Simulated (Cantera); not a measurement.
A closed system holds: 1 mol Fe3O4, 0.4 mol H2, at 1125 K and 1.33 mbar.

Cantera equilibrium calculation (NASA polynomials, part measured and part estimated; ideal gas, pure solids and liquids). Candidate condensed phases: Fe, FeO, Fe(OH)2, Fe(OH)3, Fe2O3, Fe3O4, H2O; 12 gas species. Mutual solubility and eutectic melting of coexisting phases are not modelled. The tables' stoichiometric FeO is somewhat more stable than real wüstite, so its field is too wide. FeO: taken at fixed stoichiometry. Equilibrium is a limit: real reactors are often held back by kinetics, nucleation or transport.

Base state: H2O 0.952, H2 0.0477 (mole fractions); condensed: FeO(s) + Fe3O4(s).

Problem. What changes in the equilibrium state with this change: temperature from 1125 K to 2273 K?

Solution. 
```
species         before     after
-------------  -------  --------
O2               <1e-9     0.311
H2O              0.952     0.267
Fe               <1e-9     0.167
FeO              <1e-9    0.0680
O                <1e-9    0.0647
OH             2.77e-8    0.0626
H              2.66e-7    0.0351
H2              0.0477    0.0233
Fe(OH)2        1.20e-7  0.000306
FeO(s), mol       1.14         0
Fe3O4(s), mol    0.619         0
FeO(l), mol          0      2.72
```
